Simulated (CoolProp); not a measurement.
Model: reference Helmholtz-energy equation of state, Thol 2021, in CoolProp.

Q: Give the vapour pressure (bar), liquid density (kg/m³), vapour density (kg/m³), enthalpy of vaporisation (kJ/kg) of saturated chlorine at 62.95 °C.

A: 
```
T (°C)  p (bar)  liquid density (kg/m³)  vapour density (kg/m³)  enthalpy of vaporisation (kJ/kg)
------  -------  ----------------------  ----------------------  --------------------------------
62.95      19.2                    1270                    60.7                               214
```
